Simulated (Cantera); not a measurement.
Input: 1 mol Al, 42 mol N2, 840 mol H2, held at 78.0 mbar.

Equilibrium computed with Cantera from the NASA thermochemical tables; the gas is ideal and each condensed phase is pure. Candidate condensed phases: Al, AlN; 13 gas species. The numbers say what is thermodynamically allowed, not how fast it happens.

Which condensed phases are stable at each of these points (T (°C)): 1275, 1350, 1425, 1500, 1575, 1650, 1725, 1800, 1875?


```json
[
 {"T (°C)": "1275", "condensed phases": "AlN(s)", "Al condensed (%)": "100.0"},
 {"T (°C)": "1350", "condensed phases": "AlN(s)", "Al condensed (%)": "99.9"},
 {"T (°C)": "1425", "condensed phases": "AlN(s)", "Al condensed (%)": "99.5"},
 {"T (°C)": "1500", "condensed phases": "AlN(s)", "Al condensed (%)": "96.7"},
 {"T (°C)": "1575", "condensed phases": "AlN(s)", "Al condensed (%)": "81.3"},
 {"T (°C)": "1650", "condensed phases": "AlN(s)", "Al condensed (%)": "8.8"},
 {"T (°C)": "1725", "condensed phases": "gas only", "Al condensed (%)": "0.0"},
 {"T (°C)": "1800", "condensed phases": "gas only", "Al condensed (%)": "0.0"},
 {"T (°C)": "1875", "condensed phases": "gas only", "Al condensed (%)": "0.0"}
]
```

From 1275 °C to 1650 °C the condensed part is AlN(s). From 1725 °C to 1875 °C nothing is condensed.
